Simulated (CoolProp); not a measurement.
R245fa at 293.15 K and 0.00714 MPa is throttled through a valve to 0.00432 MPa with no heat exchange. Each further row changes one setting.

The numbers come from the reference Helmholtz-energy equation of state, Akasaka 2015 in CoolProp.

```json
[
 {"case": "as stated", "temperature change (K)": "-0.1", "final density (kg/m³)": "0.238"},
 {"case": "outlet pressure 0.0013 MPa", "temperature change (K)": "-0.2", "final density (kg/m³)": "0.0716"},
 {"case": "outlet pressure 0.00562 MPa", "temperature change (K)": "-0.0", "final density (kg/m³)": "0.310"}
]
```
